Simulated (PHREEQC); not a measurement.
A solution holds 55 mmol/kgw K2SO4, 0.058 mmol/kgw (NH4)2HPO4 and 0.039 mmol/kgw NH4HSO4, at 25 °C. Closed to the air; pH follows from the charge balance.

All values are PHREEQC results (ion-association model, phreeqc.dat), not measurements.

Precipitation was switched off in this run.

**Question.** Order these P species by the share of P that they hold, largest first: H2PO4-, HPO4-2, KHPO4-.

**Answer.** H2PO4- (66 %), HPO4-2 (32 %), KHPO4- (2.0 %)

The pH is 6.53 and the ionic strength 0.145 mol/kgw. Species that the database lacks are ignored.
